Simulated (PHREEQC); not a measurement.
Model water analysis in mmol/kgw, 25 °C, pH 6.42: Na 67.4; K 0.323; Ca 1.71; Mg 28.4; Cl 102; S(6) 7.83; Alkalinity (meq/kgw) 4.39.

Valence states are taken as typed.

All values are PHREEQC results (Pitzer model, pitzer.dat), not measurements.

No solid was allowed to form.

Q: Estimate the specific conductance, osmotic coefficient.

A: specific conductance 12000 µS/cm; osmotic coefficient 0.887.

Q: In which forms is C present?

A: HCO3- 62 %, CO2 38 % of the C.
